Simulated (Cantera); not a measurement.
What does this Cantera script print?

```python
import numpy as np
import cantera as ct

gas_names = [...]  # 87 gases of nasa_gas.yaml made of C, H, Si
cond_names = """
    C(gr) C6H6(L) C7H8(L) C8H18(L),n-octa Si(cr) Si(L) SiC(b)
""".split()


# ... load() reads the species with a 1 bar reference pressure and builds the phases ...
atoms = {
    'SiH4': {'Si': 1, 'H': 4},
    'H2': {'H': 2},
    'CH4': {'C': 1, 'H': 4},
}
top_T = {'C(gr)': 4500, 'SiC(b)': 3050}  # K; cautious upper limits of use, not melting points


# ... equilibrate(T, P, feed) seeds the gas with the atoms and calls Mixture.equilibrate('TP', solver="vcs", rtol=1e-11, max_steps=5000) ...
results = []
T = 1775  # K
P = 23000  # Pa
for m in [0.35, 0.49, 0.63, 0.78, 0.92, 1.1, 1.2, 1.4, 1.5, 1.6, 1.8, 1.9]:
    feed = {'SiH4': 1, 'H2': 99, 'CH4': m}  # mol
    mix = equilibrate(T, P, feed)
    results.append((T, P, feed, dict(zip(mix.species_names, mix.species_moles))))

top = {s: max(r[3][s] / sum(r[3][g] for g in gas_names) for r in results) for s in gas_names}
cols = sorted((s for s in top if top[s] > 0.0001), key=lambda s: -top[s])[:9]
seen = [c for c in cond_names if any(r[3].get(c, 0) > 1e-12 for r in results)]
print("log10 of partial pressures in bar; condensed amounts in mol")
print(f"{'n(CH4)':>10s}" + "".join(f"{s[:9]:>10s}" for s in cols + seen))
for T, P, feed, n in results:
    ng = sum(n[g] for g in gas_names)
    print(f"{feed['CH4']:10.4g}" + "".join(f"{np.log10(max(n[s] / ng * P / 1e5, 1e-99)):10.3f}" for s in cols)
          + "".join(f"{n.get(c, 0):10.4g}" for c in seen))
```

Result:

```
log10 of partial pressures in bar; condensed amounts in mol
    n(CH4)        H2         H       CH4 C2H2,acet     C(gr)     Si(L)    SiC(b)
      0.35    -0.639    -3.858    -6.023    -7.822         0    0.6463    0.3496
      0.49    -0.639    -3.858    -6.023    -7.822         0    0.5063    0.4896
      0.63    -0.639    -3.858    -6.023    -7.822         0    0.3663    0.6296
      0.78    -0.639    -3.858    -6.023    -7.822         0    0.2163    0.7795
      0.92    -0.639    -3.858    -6.023    -7.822         0   0.07625    0.9195
       1.1    -0.639    -3.858    -4.355    -4.485   0.05045         0    0.9999
       1.2    -0.639    -3.858    -4.355    -4.485    0.1504         0    0.9999
       1.4    -0.639    -3.858    -4.355    -4.485    0.3502         0    0.9999
       1.5    -0.639    -3.858    -4.355    -4.485    0.4501         0    0.9999
       1.6    -0.639    -3.858    -4.355    -4.485      0.55         0    0.9999
       1.8    -0.639    -3.858    -4.355    -4.485    0.7498         0    0.9999
       1.9    -0.639    -3.858    -4.355    -4.485    0.8497         0    0.9999
```

Cantera equilibrium calculation (NASA polynomials, part measured and part estimated; ideal gas, pure solids and liquids). Mutual solubility and eutectic melting of coexisting phases are not modelled. Gases not in the tables: Si2H6 and higher silanes.
